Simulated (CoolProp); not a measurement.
Vapour-liquid equilibrium of acetone (1) + methanol (2) at 32.7 kPa; x and y are mole fractions of (1).

Computed with CoolProp (multi-fluid Helmholtz-energy mixture model, Lemmon 2006 and de Reuck 1993; pair parameters Bell 2016).

**Question.** Give the bubble temperature and the first vapour's composition at x = 0.05, 0.55, 0.75. Is there an azeotrope?

**Answer.** x = 0.05: 36.2 °C, y = 0.134; x = 0.55: 27.9 °C, y = 0.657; x = 0.75: 26.8 °C, y = 0.788. y crosses x between x = 0.85 and 0.95: the model has an azeotrope there.

Pair parameters are fitted to limited data, so mixtures are less certain than the pure fluids.
